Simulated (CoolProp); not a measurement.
Vapour-liquid equilibrium of dimethyl ether (1) + methanol (2) at 0.231 MPa; x and y are mole fractions of (1).

Values from CoolProp's multi-fluid Helmholtz-energy mixture model, Wu 2011 and de Reuck 1993; pair parameters Bell 2016.

```tsv
x	bubble temperature, mixture model (K)	bubble temperature, Raoult's law (K)	y, mixture model	y, Raoult's law
0.05	336.4	346.3	0.590	0.419
0.15	307.3	325.0	0.892	0.778
0.25	293.9	310.5	0.948	0.898
0.35	286.8	300.2	0.967	0.947
0.45	282.5	292.4	0.976	0.970
0.55	279.5	286.3	0.981	0.983
0.65	277.2	281.3	0.985	0.990
0.75	275.1	277.2	0.988	0.994
0.85	272.9	273.6	0.992	0.997
0.95	270.5	270.5	0.997	0.999
```

The largest gap from Raoult's law is -17.7 K in bubble temperature, at x = 0.15. No azeotrope shows between x = 0.05 and 0.95.

The pair parameters rest on a limited set of measurements; away from them the model extrapolates. With so large a gap from Raoult's law the liquid may split in two, which this calculation doesn't test in full.
